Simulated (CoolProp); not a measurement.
A simple Rankine cycle with R236EA: condensing at 305.15 K, boiler at 1.38 MPa, turbine inlet 382.1 K, turbine efficiency 0.7, pump efficiency 0.7, no recuperator. Each further row changes one setting.

Values from CoolProp's reference Helmholtz-energy equation of state, Rui 2013.

| case | thermal efficiency (%) | net work (kJ/kg) | heat in (kJ/kg) | turbine exit temperature (K) | volume ratio over the turbine |
|---|---|---|---|---|---|
| as stated | 9.0 | 18.9 | 209 | 346.3 | 5.83 |
| turbine inlet 402.1 K | 8.9 | 20.7 | 232 | 368.1 | 5.61 |
| condensing temperature 297.15 K | 10.1 | 22.2 | 219 | 341.8 | 7.65 |
| boiler pressure 0.966 MPa | 7.4 | 15.9 | 216 | 356.4 | 3.84 |
| turbine efficiency 0.6 | 7.7 | 16.0 | 209 | 349.3 | 5.89 |
